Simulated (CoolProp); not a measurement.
The fluid at 293.15 K and 2.31 MPa is throttled through a valve to 1.44 MPa with no heat exchange. The same conditions are run with several fluids, on thermodynamics alone (safety and materials aside).

Model: reference Helmholtz-energy equation of state of each fluid (C3F8 (R218): Lemmon 2006; n-decane: Lemmon 2006; R407C: Lemmon 2003; ammonia: Gao 2020; isobutene: Lemmon 2005), in CoolProp. Blends and air are pseudo-pure fits.

Problem. Rank C3F8 (R218), n-decane, R407C, ammonia, isobutene by temperature change (K), highest first.

Solution. n-decane (+0.4), isobutene (+0.3), ammonia (+0.1), R407C (-0.0), C3F8 (R218) (-0.1)

| fluid | final density (kg/m³) |
|---|---|
| C3F8 (R218) | 1360 |
| n-decane | 731 |
| R407C | 1160 |
| ammonia | 611 |
| isobutene | 596 |
